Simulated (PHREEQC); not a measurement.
1 g of hydrous ferric oxide (600 m²/g; 0.2 weak and 0.005 strong sites per Fe, Dzombak-Morel constants, diffuse double layer) in 1 kg of water with 0.3 mol/kgw of an inert sodium salt and 3.9e-06 mol NiCl2, at 25 °C; the pH is set by adding NaOH or the inert anion's acid. Oxygen alone is held at its pressure in air (log pO2 = -0.68). CO2 from the air is kept out. Nothing may precipitate in this run.

Computed with PHREEQC (ion-association model, wateq4f.dat).

```
pH    Ni sorbed (%)  surface charge σ (C/m²)  surface potential ψ (mV)
----  -------------  -----------------------  ------------------------
4               0.0                    0.349                       123
4.38            0.1                    0.328                       120
4.75            0.5                    0.296                       115
5.12            2.4                    0.255                       107
5.5            10.5                    0.210                        98
5.88           35.0                    0.167                        86
6.25           69.7                    0.129                        74
6.62           90.8                    0.096                        61
7              97.8                    0.066                        46
7.38           99.5                    0.041                        31
7.75           99.9                    0.020                        16
8.12          100.0                    0.000                         0
8.5           100.0                   -0.021                       -17
8.88          100.0                   -0.043                       -33
9.25          100.0                   -0.068                       -47
9.62          100.0                   -0.097                       -62
10            100.0                   -0.131                       -75
```
